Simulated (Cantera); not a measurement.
A closed system holds: 1 mol BN, 8.3 mol HF, 2.6 mol N2, held at 798 K and 10.0 Torr.

Cantera equilibrium calculation (NASA polynomials, part measured and part estimated; ideal gas, pure solids and liquids). Candidate condensed phases: B, BN; 31 gas species. Rates play no part.

Task: What is the equilibrium state?

Result: 
```
Quantity                            Result
-------------------------------  ---------
x(HF)                                0.486
x(N2)                                0.284
x(H2)                                0.138
x(BF3)                              0.0917
x(NH3)                             1.11e-6
gas amount                       10.90 mol
log10 activity of B(s) (absent)     -17.23
```
